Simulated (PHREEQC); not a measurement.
Solution (20 °C): 0.003 mol HF, 0.09 mol (CH3)4NF and 0.00066 mol H2SO4 per kg of water. Closed to the air; pH follows from the charge balance.

Equilibrium calculation in PHREEQC: ion-association model, phreeqc.dat.

No solid was allowed to form.

Question: Estimate the pH.

Answer: pH 4.45.

Question: In which forms is F present?

Answer: F- 94 %, HF 3.5 %, HF2- 2.2 % of the F.

(CH3)4N+ isn't in the database: it is added as a free cation with an ion size of 4 Å.
